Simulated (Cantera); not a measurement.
A closed system holds: 1 mol BN, 0.57 mol H₂O, 0.79 mol H₂, held at 1373 K and 0.00210 bar.

Method: chemical equilibrium by Gibbs-energy minimisation in Cantera with the NASA 1993 tables (ideal gas, pure condensed phases). Candidate condensed phases: B, BN, B₂O₃, B₃O₃H₃, H₂O; 39 gas species. Mutual solubility and eutectic melting of coexisting phases are not modelled. Rates play no part.

Q: What is the equilibrium state?

A: 
- x(H₂): 0.872
- x(N₂): 0.122
- x(HBO₂): 0.00328
- x(HBO): 0.00145
- x(B₂O₃): 0.000596
- x(H₂O): 0.000456
- x(H): 6.79e-5
- x(B₂O₂): 2.61e-5
- x(BO): 3.58e-6
- n(BN(s)): 0.621 mol
- n(B₂O₃(l)): 0.185 mol
- gas amount: 1.554 mol
- log10 activity of B(s) (absent): -3.14
- log10 activity of B₃O₃H₃(s) (absent): -13.34
